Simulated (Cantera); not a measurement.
Cantera with NASA thermochemical tables; ideal gases at 1 bar, condensed phases pure. Values are per mole of reaction as written; species without (g) are pure solids or liquids, kept so even where they would boil at 1 bar. TiC: taken at fixed stoichiometry.

Q: Between 1550 and 1800 K, where is each reaction favourable under standard conditions?
- 4 Ti + C6H6(g) = 4 TiC + C2H6(g)
- 2 Ti + 2 C2H2(g) = C2H4(g) + 2 TiC

A: 
- 4 Ti + C6H6(g) = 4 TiC + C2H6(g): ΔG° is -800 kJ at 1550 K and -780 kJ at 1800 K; it stays negative (K > 1). ΔH° is -927 kJ and ΔS° -82 J/K at 1800 K.
- 2 Ti + 2 C2H2(g) = C2H4(g) + 2 TiC: ΔG° is -450 kJ at 1550 K and -396 kJ at 1800 K; it stays negative (K > 1). ΔH° is -787 kJ and ΔS° -218 J/K at 1800 K.
